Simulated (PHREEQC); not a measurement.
Consider water at 25 °C with 1.08 mmol/kgw FeCl3 and 12 mmol/kgw Na2SO4. Closed to the air; pH follows from the charge balance.

Model: ion-association model, phreeqc.dat, run in PHREEQC.

Precipitation was switched off in this run.

### Question
What pH, ionic strength does the model give?

### Answer
pH 3.46; ionic strength 0.0361 mol/kgw.

### Question
In which forms is Fe present?

### Answer
FeSO4+ 49 %, FeOH+2 26 %, Fe(OH)2+ 15 %, Fe(SO4)2- 5.7 %, Fe+3 2.6 %, Fe2(OH)2+4 1.6 % of the Fe.

Saturation is exceeded, for instance for Fe(OH)3(a), Hematite (slow to form); the values hold only as long as no solid forms.
